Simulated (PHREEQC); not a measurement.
Model water analysis in mg/L, 25 °C, pH 6.52, pe 11.3: Na 2.68; K 1.93; Ca 1.78; Mg 0.272; Cl 4.82; S(6) as SO4 1.77; Alkalinity as HCO3 6.2; Ba 0.00842; Sr 0.00849; Cu(2) 0.0862.

Valence states are taken as typed.

Equilibrium calculation in PHREEQC: ion-association model, wateq4f.dat.

This is a speciation only: nothing precipitates in the calculation.

Problem. Order these Cu species by the share of Cu that they hold, largest first: Cu(OH)2, Cu+2, CuHCO3+, CuCO3, CuOH+.

Solution. Cu+2 (73 %), Cu(OH)2 (15 %), CuCO3 (5.5 %), CuHCO3+ (3.4 %), CuOH+ (2.3 %)

The pH is 6.52 and the ionic strength 0.000351 mol/kgw. Complexes and solids missing from the database can't appear. The database's constant for dissolved Cu(OH)2 is higher than later reviews accept.
